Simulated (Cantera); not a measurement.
## Ignition delay

Mixture: 16.1 % CH₄, 5.14 % CO, 16.6 % O₂, 62.2 % N₂, equivalence ratio 2.1, at 16.0 bar, adiabatic and at constant pressure. Ignition delay is the time to a rise of 400 K.

Detailed kinetics in Cantera: GRI-Mech 3.0 (53 species, 325 reactions). The pressure lies above the range GRI-Mech 3.0 was tuned for (to about 10 atm).

```
T0 (K)  delay (ms)
------  ----------
1075          48.9
1125          21.8
1175          10.3
1225          5.17
1275          2.70
1325          1.46
1375         0.816
1425         0.468
1475         0.275
```

| Item | Result |
|---|---|
| apparent activation energy between 1375 and 1475 K | 180 kJ/mol |
